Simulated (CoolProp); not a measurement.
Saturation properties of R123 (Tc = 456.8 K, pc = 36.62 bar, ω = 0.282).

The numbers come from the reference Helmholtz-energy equation of state, Younglove 1994 in CoolProp. It is a modified Benedict-Webb-Rubin equation, recast in Helmholtz form.

```csv
T (K),p (bar),liquid density (kg/m³),enthalpy of vaporisation (kJ/kg),vapour Z,vapour viscosity (µPa s),liquid conductivity (mW/(m K))
332.9,2.838,1371,155.9,0.9122,11.9,67.4
338.3,3.305,1355,153.2,0.9026,12.1,66.1
343.7,3.828,1340,150.5,0.8923,12.3,64.8
349.2,4.423,1323,147.6,0.8812,12.5,63.5
354.6,5.072,1307,144.8,0.8695,12.7,62.3
360,5.790,1290,141.8,0.8572,12.9,61.1
365.4,6.581,1273,138.7,0.8441,13.1,59.9
370.9,7.468,1255,135.4,0.8299,13.3,58.7
376.3,8.422,1236,132.0,0.8152,13.5,57.5
381.7,9.465,1217,128.5,0.7996,13.7,56.3
```

It boils at 301.0 K under 1 atm.

Viscosity comes from a separate model (Tanaka 1996). Thermal conductivity comes from a separate model (Laesecke 1996).
